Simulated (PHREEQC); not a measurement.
Solution (25 °C): 40 mmol/kgw HF and 14 mmol/kgw (CH3)4NF. Closed to the air; pH follows from the charge balance.

The numbers come from PHREEQC with the ion-association model, phreeqc.dat.

Each row changes one thing in this solution. Precipitation was switched off in this run.

```
case                                              pH  ionic strength (mol/kgw)  HF (mol/kgw)  F- (mol/kgw)  HF2- (mol/kgw)
----------------------------------------------  ----  ------------------------  ------------  ------------  --------------
as made                                         2.71                    0.0162        0.0359        0.0142         0.00196
HF from 0.04 to 0.08 mol/kgw                    2.42                    0.0183        0.0717        0.0143         0.00395
HF replaced by (NH4)2SiF6 at the same molality  4.18                     0.134       0.00103        0.0146         5.76e-5
diluted 5-fold with water                       2.92                   0.00407       0.00663       0.00397        0.000101
0.00046 mol/kgw H2SO4 added                     2.68                    0.0167        0.0367        0.0135         0.00190
temperature from 25 to 45 °C                    2.85                    0.0156        0.0363        0.0135         0.00210
```

Species that the database lacks are ignored. Some of these states are supersaturated (in Quartz (slow to form), for instance). (CH3)4N+ isn't in the database: it is added as a free cation with an ion size of 4 Å. At this temperature some constants are extrapolated from 25 °C, and those without enthalpy data are left unchanged. SiF6-2 is the database's only silicon fluoride.
